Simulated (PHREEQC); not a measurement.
NaOH is added in steps, without added water, to 1 kg of water holding 0.0046 mol ZnCl2 and 0.011 mol Na2SO4, at 25 °C. Oxygen is held at 0.21 atm. The system is closed to CO2. Only these solids could form: Zn(OH)2-e, Zn4(OH)6SO4, Zn5(OH)8Cl2, Halite, Mirabilite, Goslarite.

Base run: PHREEQC, ion-association model, wateq4f.dat. Each further column changes one thing. The table gives pH.

```json
[
 {"NaOH added (mol)": "0", "base": "5.92", "ZnCl2 from 0.0046 to 0.00414 mol/kgw": "5.95", "diluted 5-fold with water": "6.13", "Na2SO4 from 0.011 to 0.022 mol/kgw": "6.04", "no solid may form": "5.92"},
 {"NaOH added (mol)": "0.003594", "base": "7.22", "ZnCl2 from 0.0046 to 0.00414 mol/kgw": "7.29", "diluted 5-fold with water": "?", "Na2SO4 from 0.011 to 0.022 mol/kgw": "7.28", "no solid may form": "8.59"},
 {"NaOH added (mol)": "0.006469", "base": "7.63", "ZnCl2 from 0.0046 to 0.00414 mol/kgw": "7.64", "diluted 5-fold with water": "11.61", "Na2SO4 from 0.011 to 0.022 mol/kgw": "7.75", "no solid may form": "8.91"},
 {"NaOH added (mol)": "0.01006", "base": "10.85", "ZnCl2 from 0.0046 to 0.00414 mol/kgw": "11.17", "diluted 5-fold with water": "11.86", "Na2SO4 from 0.011 to 0.022 mol/kgw": "10.83", "no solid may form": "?"},
 {"NaOH added (mol)": "0.01294", "base": "11.49", "ZnCl2 from 0.0046 to 0.00414 mol/kgw": "11.58", "diluted 5-fold with water": "11.98", "Na2SO4 from 0.011 to 0.022 mol/kgw": "11.47", "no solid may form": "11.19"},
 {"NaOH added (mol)": "0.01653", "base": "11.78", "ZnCl2 from 0.0046 to 0.00414 mol/kgw": "11.83", "diluted 5-fold with water": "?", "Na2SO4 from 0.011 to 0.022 mol/kgw": "11.76", "no solid may form": "11.55"},
 {"NaOH added (mol)": "0.01941", "base": "11.92", "ZnCl2 from 0.0046 to 0.00414 mol/kgw": "11.95", "diluted 5-fold with water": "12.17", "Na2SO4 from 0.011 to 0.022 mol/kgw": "11.90", "no solid may form": "11.72"},
 {"NaOH added (mol)": "0.023", "base": "12.05", "ZnCl2 from 0.0046 to 0.00414 mol/kgw": "12.07", "diluted 5-fold with water": "12.25", "Na2SO4 from 0.011 to 0.022 mol/kgw": "12.03", "no solid may form": "11.88"}
]
```

### Question
Some entries are withheld; supply them.

### Answer

- 0.003594, diluted 5-fold with water: 11.20
- 0.01006, no solid may form: 10.50
- 0.01653, diluted 5-fold with water: 12.10

 In at least one series the solution becomes supersaturated in solids that the run did not let form, among them Zn(OH)2-e, Zn4(OH)6SO4, Zn5(OH)8Cl2.
